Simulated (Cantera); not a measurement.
An adiabatic, constant-pressure homogeneous reactor starts with CH4 : C2H6 : O2 : N2 = 1 : 0.041 : 4.56 : 17.1 (molar parts), equivalence ratio 0.47, at 1373 K and 0.720 bar. Integrator tolerance rtol = 1e-08.

Model: GRI-Mech 3.0 (53 species, 325 reactions), integrated in Cantera.

| quantity | before | after |
|---|---|---|
| time of steepest temperature rise | 1.70 ms | 3.48 ms |
| temperature at 0.500 s | 2285 K | 1850 K |
| equilibrium temperature | 2285 K | 1844 K |
| x(CH4) at 0.500 s | <1e-12 (gas-phase equilibrium <1e-12) | <1e-12 (gas-phase equilibrium <1e-12) |
| x(C2H6) at 0.500 s | <1e-12 (gas-phase equilibrium <1e-12) | <1e-12 (gas-phase equilibrium <1e-12) |
| x(O2) at 0.500 s | 0.0998 (gas-phase equilibrium 0.0998) | 0.0486 (gas-phase equilibrium 0.0474) |
| x(HCO) at 0.500 s | 7.00e-11 (gas-phase equilibrium 6.99e-11) | <1e-12 (gas-phase equilibrium <1e-12) |
| x(CO2) at 0.500 s | 0.0456 (gas-phase equilibrium 0.0456) | 0.0218 (gas-phase equilibrium 0.0218) |

**Question.** Which change was made?
A) N2 17.1 to 44 parts
B) pressure from 0.720 bar to 10.0 bar
C) pressure from 0.720 bar to 0.460 bar
D) pressure from 0.720 bar to 5.40 bar

**Answer.** A, N2 17.1 to 44 parts
